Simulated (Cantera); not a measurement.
A closed system holds: 1 mol MgO, 0.2 mol H2, at 2450 K and 0.00120 bar.

Cantera equilibrium calculation (NASA polynomials, part measured and part estimated; ideal gas, pure solids and liquids). Candidate condensed phases: H2O, Mg, MgO, Mg(OH)2; 15 gas species. The tables' values for MgH are old estimates; treat these amounts as uncertain. Rates play no part.

### Question
What is the equilibrium state?

### Answer
```json
{
  "x(Mg)": "0.530",
  "x(O2)": "0.160",
  "x(O)": "0.130",
  "x(H)": "0.0680",
  "x(H2O)": "0.0410",
  "x(OH)": "0.0396",
  "x(MgO)": "0.0156",
  "x(H2)": "0.0137",
  "x(MgOH)": "0.00214",
  "gas_amount": "1.825 mol",
  "log10 activity of Mg(l) (absent)": "-5.27"
}
```
